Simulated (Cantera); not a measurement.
Input (Python, Cantera):

```python
import numpy as np
import cantera as ct

gas = ct.Solution("gri30.yaml")
gas.TPX = 1500, 510000, {'CO': 1, 'H2': 0.26, 'CH4': 0.41, 'O2': 2.34, 'N2': 8.79, 'CO2': 0.16}
reactor = ct.IdealGasReactor(gas, energy="on", clone=False)
net = ct.ReactorNet([reactor])
net.rtol, net.atol = 1e-08, 1e-16
show = ['CO', 'H2', 'CH4', 'N2O', 'C2H6']
times = np.geomspace(1e-06, 1, 13)

steps = ct.SolutionArray(gas, extra=["t"])
rows = []
print(f"{'t/s':>10s}{'T/K':>9s}{'P/Pa':>11s}" + "".join(f"{s:>11s}" for s in show))
for t in times:
    while net.time < t:
        t_next = net.step()
        steps.append(gas.state, t=t_next)
    rows.append([np.interp(t, steps.t, y) for y in (steps.T, steps.P, *steps(*show).X.T)])
    print(f"{t:10.3e}{rows[-1][0]:9.1f}{rows[-1][1]:11.4g}" + "".join(f"{x:11.3e}" for x in rows[-1][2:]))
rate = np.gradient(steps.T, steps.t)
print("integrator steps:", len(steps.t))
if steps.T.max() > steps.T[0] + 200:
    print(f"time of steepest temperature rise: {steps.t[rate.argmax()]:.4e} s")
gas.TPX = 1500, 510000, {'CO': 1, 'H2': 0.26, 'CH4': 0.41, 'O2': 2.34, 'N2': 8.79, 'CO2': 0.16}
gas.equilibrate("UV")
print(f"equilibrium (UV): T = {gas.T:.1f} K  " + "  ".join(f"{s} {gas[s].X[0]:.3e}" for s in show))
```

It prints:

```
       t/s      T/K       P/Pa         CO         H2        CH4        N2O       C2H6
 1.000e-06   1500.0    5.1e+05  7.716e-02  2.006e-02  3.164e-02  1.442e-12  1.911e-11
 3.162e-06   1500.0    5.1e+05  7.716e-02  2.006e-02  3.163e-02  1.046e-11  2.406e-09
 1.000e-05   1500.1    5.1e+05  7.715e-02  2.003e-02  3.157e-02  1.481e-10  7.987e-07
 3.162e-05   1637.3  5.573e+05  7.978e-02  1.926e-02  2.082e-02  2.594e-08  5.823e-04
 1.000e-04   2834.2  9.349e+05  2.170e-02  2.267e-03  2.274e-16  2.968e-06  1.147e-30
 3.162e-04   2821.3    9.3e+05  2.129e-02  2.235e-03  2.187e-16  3.015e-06  1.069e-30
 1.000e-03   2810.0  9.258e+05  2.094e-02  2.208e-03  2.112e-16  3.138e-06  1.003e-30
 3.162e-03   2808.7  9.253e+05  2.090e-02  2.205e-03  2.103e-16  3.156e-06  9.956e-31
 1.000e-02   2808.7  9.253e+05  2.090e-02  2.205e-03  2.103e-16  3.156e-06  9.956e-31
 3.162e-02   2808.7  9.253e+05  2.090e-02  2.205e-03  2.103e-16  3.156e-06  9.956e-31
 1.000e-01   2808.7  9.253e+05  2.090e-02  2.205e-03  2.103e-16  3.156e-06  9.956e-31
 3.162e-01   2808.7  9.253e+05  2.090e-02  2.205e-03  2.103e-16  3.156e-06  9.956e-31
 1.000e+00   2808.7  9.253e+05  2.090e-02  2.205e-03  2.103e-16  3.156e-06  9.956e-31
integrator steps: 1697
time of steepest temperature rise: 3.5332e-05 s
equilibrium (UV): T = 2808.7 K  CO 2.090e-02  H2 2.205e-03  CH4 2.957e-16  N2O 3.156e-06  C2H6 1.844e-30
```

Cantera simulation using GRI-Mech 3.0 (53 species, 325 reactions); the numbers are that mechanism's predictions, not measurements.
